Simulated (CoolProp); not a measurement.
Vapour-liquid equilibrium of isobutane (1) + acetone (2) at 316 K; x and y are mole fractions of (1).

Values from CoolProp's multi-fluid Helmholtz-energy mixture model, Bücker 2006 and Lemmon 2006; pair parameters Bell 2016.

| x | bubble pressure, mixture model (MPa) | bubble pressure, Raoult's law (MPa) | y, mixture model | y, Raoult's law |
|---|---|---|---|---|
| 0.05 | 0.1571 | 0.08851 | 0.604 | 0.323 |
| 0.125 | 0.2670 | 0.1267 | 0.773 | 0.564 |
| 0.2 | 0.3444 | 0.1649 | 0.829 | 0.694 |
| 0.275 | 0.3965 | 0.2030 | 0.856 | 0.775 |
| 0.35 | 0.4305 | 0.2412 | 0.871 | 0.830 |
| 0.425 | 0.4529 | 0.2794 | 0.880 | 0.870 |
| 0.5 | 0.4685 | 0.3176 | 0.887 | 0.901 |
| 0.575 | 0.4811 | 0.3558 | 0.894 | 0.925 |
| 0.65 | 0.4932 | 0.3939 | 0.900 | 0.944 |
| 0.725 | 0.5067 | 0.4321 | 0.910 | 0.960 |
| 0.8 | 0.5223 | 0.4703 | 0.923 | 0.973 |
| 0.875 | 0.5402 | 0.5085 | 0.942 | 0.984 |
| 0.95 | 0.5595 | 0.5466 | 0.972 | 0.994 |

The largest gap from Raoult's law is +110.7 % in bubble pressure, at x = 0.125. No azeotrope shows between x = 0.05 and 0.95.

The pair parameters rest on a limited set of measurements; away from them the model extrapolates. With so large a gap from Raoult's law the liquid may split in two, which this calculation doesn't test in full.
